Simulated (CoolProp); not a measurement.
A single-stage vapour-compression cycle with R125: evaporating at 201.15 K (dew point), condensing at 254.15 K (bubble point), superheat 10 K, subcooling 0 K, compressor efficiency 0.8, no pressure losses. Each further row changes one setting.

The numbers come from the reference Helmholtz-energy equation of state, Lemmon 2005 in CoolProp.

```csv
case,cooling COP,pressure ratio,discharge temperature (K),refrigerating effect (kJ/kg),volumetric capacity (kJ/m³)
as stated,2.35,13.2,290.2,123,226
evaporating temperature 206.15 K,2.74,9.68,286.2,126,310
condensing temperature 249.15 K,2.68,10.9,284.0,129,237
subcooling 5 K,2.47,13.2,290.2,129,237
superheat 20 K,2.36,13.2,301.2,130,227
compressor efficiency 0.7,2.06,13.2,299.3,123,226
```
